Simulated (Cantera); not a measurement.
What does this Cantera script print?

```python
import numpy as np
import cantera as ct

gas_names = """
    Br Br2 Ca CaBr CaBr2 CaO CaOH CaO2H2 Ca2 H HBr HO2 H2 H2O H2O2 O OH O2 O3
""".split()
cond_names = """
    Br2(cr) Br2(L) Ca(a) Ca(b) Ca(L) CaBr2(s) CaBr2(L) CaO(s) CaO(L) CaO2H2(s) H2O(s) H2O(L)
""".split()


# ... load() reads the species with a 1 bar reference pressure and builds the phases ...
atoms = {
    'CaO': {'Ca': 1, 'O': 1},
    'HBr': {'H': 1, 'Br': 1},
    'O2': {'O': 2},
}
top_T = {}  # K; cautious upper limits of use, not melting points


# ... equilibrate(T, P, feed) seeds the gas with the atoms and calls Mixture.equilibrate('TP', solver="vcs", rtol=1e-11, max_steps=5000) ...
results = []
feed = {'CaO': 1, 'HBr': 4.4, 'O2': 1.9}  # mol
P = 11  # Pa
for T in [875, 975, 1075, 1175, 1275, 1375, 1475, 1575, 1675, 1775, 1875]:
    mix = equilibrate(T, P, feed)
    results.append((T, P, feed, dict(zip(mix.species_names, mix.species_moles))))

top = {s: max(r[3][s] / sum(r[3][g] for g in gas_names) for r in results) for s in gas_names}
cols = sorted((s for s in top if top[s] > 1e-05), key=lambda s: -top[s])[:9]
seen = [c for c in cond_names if any(r[3].get(c, 0) > 1e-12 for r in results)]
print("log10 of partial pressures in bar; condensed amounts in mol")
print(f"{'T/K':>10s}" + "".join(f"{s[:9]:>10s}" for s in cols + seen))
for T, P, feed, n in results:
    ng = sum(n[g] for g in gas_names)
    print(f"{T:10.4g}" + "".join(f"{np.log10(max(n[s] / ng * P / 1e5, 1e-99)):10.3f}" for s in cols)
          + "".join(f"{n.get(c, 0):10.4g}" for c in seen))
```

It prints:

```
log10 of partial pressures in bar; condensed amounts in mol
       T/K        Br       H2O       Br2        O2       HBr        OH     CaBr2        H2         O  CaBr2(s)    CaO(s)
       875    -5.242    -4.325    -4.539    -4.586    -5.663   -10.791    -8.516   -13.937   -13.980     0.707    0.2929
       975    -4.655    -4.416    -4.565    -4.784    -5.244    -9.891    -7.136   -12.414   -12.534         0    0.9961
      1075    -4.366    -4.484    -4.963    -4.814    -5.122    -9.123    -6.462   -11.232   -11.289         0    0.9792
      1175    -4.264    -4.515    -5.573    -4.838    -5.146    -8.472    -6.187   -10.222   -10.255         0    0.9581
      1275    -4.237    -4.517    -6.207    -4.851    -5.216    -7.909    -6.083    -9.350    -9.377         0    0.9457
      1375    -4.228    -4.513    -6.778    -4.859    -5.288    -7.424    -6.029    -8.598    -8.626         0    0.9381
      1475    -4.223    -4.510    -7.280    -4.865    -5.354    -7.004    -5.994    -7.948    -7.974         0    0.9328
      1575    -4.220    -4.508    -7.722    -4.870    -5.414    -6.639    -5.971    -7.381    -7.405         0    0.9289
      1675    -4.219    -4.509    -8.114    -4.876    -5.469    -6.318    -5.955    -6.883    -6.904         0    0.9262
      1775    -4.218    -4.516    -8.466    -4.883    -5.522    -6.037    -5.947    -6.446    -6.460         0    0.9243
      1875    -4.220    -4.534    -8.786    -4.892    -5.578    -5.793    -5.946    -6.065    -6.065         0    0.9231
```

These are equilibrium values from Cantera (NASA tables, ideal gas, pure condensed phases), not measurements of a reactor.
